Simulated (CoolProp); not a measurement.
The fluoroketone C6F12O (FK-5-1-12) at several states: Z from the reference equation and from simpler models built on Tc = 168.7 °C, pc = 1869 kPa, ω = 0.471; each cubic takes its own stable root.

Computed with CoolProp (reference Helmholtz-energy equation of state, McLinden 2015).

```
T (°C)  p (kPa)          phase  reference
------  -------  -------------  ---------
148.95      161            gas     0.9636
87.75      2630         liquid     0.1957
122.15      460            gas     0.8542
-65.75     7110         liquid     0.6975
176.15     2120  supercritical     0.3152
197.65      754            gas     0.8823
```

Problem. How far does each simpler model (Redlich-Kwong, Peng-Robinson) lie from the reference over these 6 states: mean and median of the absolute difference, and the worst?

Solution. 
- Redlich-Kwong: mean 6.2 %, median 2.2 %, worst +17.2 % at 87.75 °C and 2630 kPa
- Peng-Robinson: mean 2.2 %, median 0.8 %, worst +7.9 % at 176.15 °C and 2120 kPa
